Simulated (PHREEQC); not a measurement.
Model water analysis in mg/kgw, 25 °C, pH 4.2, pe 11.7: Na 3940; K 532; Ca 214; Mg 320; Cl 1890; S(6) as SO4 7720; Li 0.392; Zn 47.2; Mn(2) 16.6.

Cl is adjusted to close the charge balance.
Valence states are taken as typed.

Computed with PHREEQC (ion-association model, phreeqc.dat).

Precipitation was switched off in this run.

### Question
Estimate the ionic strength, density.

### Answer
ionic strength 0.258 mol/kgw; density 1.010 g/cm³.

### Question
In which forms is S present?

### Answer
SO4-2 71 %, NaSO4- 15 %, MgSO4 8.5 %, CaSO4 2.9 %, KSO4- 1.6 % of the S.

Species that the database lacks are ignored.
